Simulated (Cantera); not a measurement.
An isothermal, constant-pressure homogeneous reactor starts with NO : N₂ = 1 : 0.58 (molar parts), at 1600 K and 0.810 bar. Integrator tolerance rtol = 1e-08.

Computed with Cantera and GRI-Mech 3.0 (53 species, 325 reactions).

Task: What does this change do: NO 1 to 0.24 parts?

Result: 
```
quantity                                            before                                     after
----------------  ----------------------------------------  ----------------------------------------
x(NO) at 7.00 s      0.516 (gas-phase equilibrium 0.00222)     0.265 (gas-phase equilibrium 0.00168)
x(NO₂) at 7.00 s  0.000995 (gas-phase equilibrium 9.82e-6)  0.000258 (gas-phase equilibrium 5.06e-6)
x(N₂O) at 7.00 s   9.50e-5 (gas-phase equilibrium 1.11e-7)   2.53e-5 (gas-phase equilibrium 9.41e-8)
x(O) at 7.00 s     4.07e-6 (gas-phase equilibrium 9.11e-6)   2.06e-6 (gas-phase equilibrium 6.18e-6)
x(N₂) at 7.00 s        0.425 (gas-phase equilibrium 0.682)       0.721 (gas-phase equilibrium 0.853)
x(O₂) at 7.00 s       0.0575 (gas-phase equilibrium 0.315)      0.0137 (gas-phase equilibrium 0.145)
```

Task: What does this change do: temperature 1600 to 1525 K?

Result: 
| quantity | before | after |
|---|---|---|
| x(NO) at 7.00 s | 0.516 (gas-phase equilibrium 0.00222) | 0.580 (gas-phase equilibrium 0.00158) |
| x(NO₂) at 7.00 s | 0.000995 (gas-phase equilibrium 9.82e-6) | 0.000948 (gas-phase equilibrium 8.65e-6) |
| x(N₂O) at 7.00 s | 9.50e-5 (gas-phase equilibrium 1.11e-7) | 0.000114 (gas-phase equilibrium 8.07e-8) |
| x(O) at 7.00 s | 4.07e-6 (gas-phase equilibrium 9.11e-6) | 1.11e-6 (gas-phase equilibrium 3.56e-6) |
| x(N₂) at 7.00 s | 0.425 (gas-phase equilibrium 0.682) | 0.394 (gas-phase equilibrium 0.683) |
| x(O₂) at 7.00 s | 0.0575 (gas-phase equilibrium 0.315) | 0.0259 (gas-phase equilibrium 0.316) |
